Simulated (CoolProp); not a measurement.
Computed with CoolProp (reference Helmholtz-energy equation of state, Penoncello 2003).

**Question.** Give the vapour pressure (MPa), liquid density (kg/m³), enthalpy of vaporisation (kJ/kg), liquid conductivity (mW/(m K)) of saturated CHF3 (R23) at -18.85 °C.

**Answer.** 
```json
[
 {"T (°C)": "-18.85", "p (MPa)": "1.45", "liquid density (kg/m³)": "1160", "enthalpy of vaporisation (kJ/kg)": "171", "liquid conductivity (mW/(m K))": "91.1"}
]
```

Thermal conductivity comes from a separate model (Shan 2000).
